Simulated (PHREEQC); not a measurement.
Consider water at 25 °C with 0.062 mol NH4Cl and 0.0031 mol K2HPO4 per kg of water. Closed to the air; pH follows from the charge balance.

Equilibrium calculation in PHREEQC: ion-association model, wateq4f.dat.

```
quantity                    before    after
------------------------  --------  -------
pH                            7.42     8.06
ionic strength (mol/kgw)    0.0698   0.0620
NH3 (mol/kgw)             0.000741  0.00310
```

Problem. Name the change that produced these shifts.
A) K2HPO4 replaced by KOH at the same molality
B) 0.0053 mol/kgw RbCl added
C) temperature from 25 to 30 °C
D) temperature from 25 to 20 °C
E) temperature from 25 to 70 °C

Solution. A, K2HPO4 replaced by KOH at the same molality

Precipitation was switched off in this run. H3PO4, which wateq4f.dat lacks, is added to it with the constant of phreeqc.dat.
